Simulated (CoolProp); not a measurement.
Computed with CoolProp (reference Helmholtz-energy equation of state, Thol 2019).

For tetradecamethylhexasiloxane (MD4M), give the phase and the cp (kJ/(kg K)), cv (kJ/(kg K)), speed of sound (m/s) at 346.85 °C and 0.296 MPa.


- 346.85 °C and 0.296 MPa: gas; cp 2.15, cv 2.09, speed of sound 84.4
